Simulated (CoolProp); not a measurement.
Vapour-liquid equilibrium of ethane (1) + C2F6 (R116) (2) at 16.3 bar; x and y are mole fractions of (1).

Values from CoolProp's multi-fluid Helmholtz-energy mixture model, Bücker 2006 and Lemmon 2006; pair parameters Bell 2016.

```json
[
 {"x": "0.05", "bubble temperature (K)": "265.8", "y at the bubble point": "0.091", "dew temperature at overall composition x (K)": "267.1", "liquid density (mol/L)": "8.775"},
 {"x": "0.15", "bubble temperature (K)": "260.9", "y at the bubble point": "0.253", "dew temperature at overall composition x (K)": "264.1", "liquid density (mol/L)": "9.256"},
 {"x": "0.25", "bubble temperature (K)": "257.1", "y at the bubble point": "0.381", "dew temperature at overall composition x (K)": "261.0", "liquid density (mol/L)": "9.715"},
 {"x": "0.35", "bubble temperature (K)": "254.4", "y at the bubble point": "0.476", "dew temperature at overall composition x (K)": "258.0", "liquid density (mol/L)": "10.16"},
 {"x": "0.45", "bubble temperature (K)": "252.7", "y at the bubble point": "0.548", "dew temperature at overall composition x (K)": "255.1", "liquid density (mol/L)": "10.62"},
 {"x": "0.55", "bubble temperature (K)": "251.7", "y at the bubble point": "0.606", "dew temperature at overall composition x (K)": "252.6", "liquid density (mol/L)": "11.13"},
 {"x": "0.65", "bubble temperature (K)": "251.4", "y at the bubble point": "0.657", "dew temperature at overall composition x (K)": "251.4", "liquid density (mol/L)": "11.72"},
 {"x": "0.75", "bubble temperature (K)": "251.6", "y at the bubble point": "0.712", "dew temperature at overall composition x (K)": "252.0", "liquid density (mol/L)": "12.41"},
 {"x": "0.85", "bubble temperature (K)": "252.6", "y at the bubble point": "0.785", "dew temperature at overall composition x (K)": "254.1", "liquid density (mol/L)": "13.19"},
 {"x": "0.95", "bubble temperature (K)": "255.5", "y at the bubble point": "0.905", "dew temperature at overall composition x (K)": "256.7", "liquid density (mol/L)": "14.00"}
]
```

y crosses x between x = 0.65 and 0.75: the model has an azeotrope there.

Pair parameters are fitted to limited data, so mixtures are less certain than the pure fluids.
